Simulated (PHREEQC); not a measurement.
Model water analysis in mg/L, 50 °C, pH 6.76, pe 8.9:

```
constituent             mg/L
------------------  --------
Na                      3.15
K                   0.000975
Ca                      2.53
Mg                     0.216
Cl                      3.08
S(6) as SO4            0.258
Alkalinity as HCO3      11.3
Li                    0.0322
Zn                   0.00267
```

Valence states are taken as typed.

All values are PHREEQC results (ion-association model, wateq4f.dat), not measurements.

Precipitation was switched off in this run.

**Question.** Estimate the charge-balance error.

**Answer.** charge-balance error 1.5 %.

**Question.** In which forms is C present?

**Answer.** HCO3- 75 %, CO2 25 % of the C.

Constants without temperature data keep their 25 °C values here.
